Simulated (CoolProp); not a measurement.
Model: reference Helmholtz-energy equation of state, Span 2003, in CoolProp. It is a short technical equation, of lower accuracy than the large ones.

Task: For n-heptane, give the phase and the cv (kJ/(kg K)), conductivity (mW/(m K)) at 600 K and 0.416 bar; 600 K and 1.93 bar.

Result: 
- 600 K and 0.416 bar: gas; cv 2.79, conductivity 45.3
- 600 K and 1.93 bar: gas; cv 2.79, conductivity 45.9

Thermal conductivity comes from a separate model (Assael 2013).
